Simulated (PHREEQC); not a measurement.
Na2HPO4 is added in steps, without added water, to 1 kg of water holding 3.4 mmol/kgw CuCl2, at 20 °C. Oxygen is held at 0.21 atm. CO2 from the air is kept out. Only these solids could form: Cu(OH)2, Atacamite, Cu3(PO4)2:3H2O, Halite.

Base run: PHREEQC, ion-association model, wateq4f.dat. Each further column changes one thing. The table gives pH.

```
Na2HPO4 added (mol)  base  diluted 5-fold with water  CuCl2 from 0.0034 to 0.0017 mol/kgw  no solid may form
-------------------  ----  -------------------------  -----------------------------------  -----------------
0                    5.03                       5.40                                 5.21               5.06
0.0025               4.74                        ___                                 6.45               6.54
0.004375             5.38                        ___                                  ___               6.79
0.006875             7.07                       7.97                                  ___               7.00
0.00875              7.30                       8.02                                 7.78               7.11
0.01125              7.48                       8.07                                 7.89               7.21
0.01312              7.57                       8.09                                 7.96               7.27
0.01562              7.66                       8.12                                 8.03               7.34
0.0175               7.72                       8.14                                  ___               7.38
0.02                 7.78                       8.16                                  ___               7.43
```

Question: Some entries are withheld; supply them.

Answer: 
- 0.0025, diluted 5-fold with water: 7.64
- 0.004375, diluted 5-fold with water: 7.88
- 0.004375, CuCl2 from 0.0034 to 0.0017 mol/kgw: 7.35
- 0.006875, CuCl2 from 0.0034 to 0.0017 mol/kgw: 7.65
- 0.0175, CuCl2 from 0.0034 to 0.0017 mol/kgw: 8.08
- 0.02, CuCl2 from 0.0034 to 0.0017 mol/kgw: 8.13

H3PO4, which wateq4f.dat lacks, is added to it with the constant of phreeqc.dat. The database has no phosphate complexes of Cu. The database's constant for dissolved Cu(OH)2 is higher than later reviews accept. In at least one series the solution becomes supersaturated in solids that the run did not let form, among them Cu(OH)2, Atacamite, Cu3(PO4)2:3H2O.
